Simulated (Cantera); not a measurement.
An isothermal, constant-pressure homogeneous reactor starts with NH3 : H2 = 1 : 1.4 (molar parts), at 2273 K and 12.8 Torr.

Detailed kinetics in Cantera: the gas-phase N/H chemistry of the illustrative SiF4/NH3 mechanism in the Surface Chemkin manual (1991). Walls and surfaces, which speed up NH3 decomposition in real reactors, are not modelled.

x: mole fraction; the columns are a selection and need not sum to one.

| t (s) | x NH3 | x H2 | x NH2 | x H | x N | x N2 |
|---|---|---|---|---|---|---|
| 7.00e-6 | 0.417 | 0.583 | ___ | 5.46e-6 | <1e-12 | <1e-12 |
| 2.27e-5 | 0.417 | 0.583 | ___ | 1.55e-5 | 3.52e-12 | 6.22e-12 |
| 7.34e-5 | 0.417 | 0.583 | ___ | 4.77e-5 | 3.69e-10 | 1.44e-9 |
| 0.000237 | 0.416 | 0.583 | ___ | 0.000151 | 1.94e-8 | 2.21e-7 |
| 0.000769 | 0.415 | 0.583 | ___ | 0.000471 | 6.35e-7 | 2.40e-5 |
| 0.00249 | 0.410 | 0.585 | 0.00227 | 0.00104 | 6.04e-6 | 0.00115 |
| 0.00805 | 0.390 | 0.598 | 0.00234 | 0.00115 | 7.28e-6 | 0.00837 |
| 0.0261 | 0.331 | 0.636 | ___ | 0.00128 | 7.46e-6 | 0.0292 |
| 0.0844 | 0.203 | 0.719 | ___ | 0.00168 | 7.76e-6 | 0.0744 |
| 0.273 | 0.0520 | 0.816 | ___ | 0.00293 | 7.96e-6 | 0.128 |
| 0.884 | 0.000195 | 0.837 | ___ | 0.0175 | 6.34e-6 | 0.146 |
| 2.86 | 3.22e-7 | 0.802 | ___ | 0.0551 | 3.68e-7 | 0.143 |
| 9.27 | 7.22e-8 | 0.799 | ___ | 0.0580 | 9.73e-8 | 0.143 |
| 30.0 | 6.21e-8 | 0.799 | ___ | 0.0580 | 8.36e-8 | 0.143 |

Problem. Some entries are withheld; supply them.

Solution. 
- 7.00e-6, x NH2: 9.02e-6
- 2.27e-5, x NH2: 3.14e-5
- 7.34e-5, x NH2: 0.000104
- 0.000237, x NH2: 0.000336
- 0.000769, x NH2: 0.00105
- 0.0261, x NH2: 0.00209
- 0.0844, x NH2: 0.00149
- 0.273, x NH2: 0.000586
- 0.884, x NH2: 1.29e-5
- 2.86, x NH2: 6.97e-8
- 9.27, x NH2: 1.65e-8
- 30.0, x NH2: 1.42e-8
